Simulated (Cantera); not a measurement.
An isothermal, constant-pressure homogeneous reactor starts with H₂ : O₂ : N₂ = 0.0065 : 1 : 0.52 (molar parts), at 1373 K and 10.00 Torr.

Cantera simulation using GRI-Mech 3.0 (53 species, 325 reactions); the numbers are that mechanism's predictions, not measurements. Radical loss at walls, strong at low pressure, is not modelled.

### Question
Predict: x(H₂) at 2.00 s; x(O₂) at 2.00 s; x(OH) at 2.00 s; x(NO) at 2.00 s; x(HO₂) at 2.00 s.

### Answer
```
Quantity                                             Value
----------------  ----------------------------------------
x(H₂) at 2.00 s    2.53e-6 (gas-phase equilibrium 1.36e-8)
x(O₂) at 2.00 s        0.654 (gas-phase equilibrium 0.654)
x(OH) at 2.00 s   0.000257 (gas-phase equilibrium 1.89e-5)
x(NO) at 2.00 s   1.05e-7 (gas-phase equilibrium 0.000724)
x(HO₂) at 2.00 s   8.73e-8 (gas-phase equilibrium 1.19e-8)
```
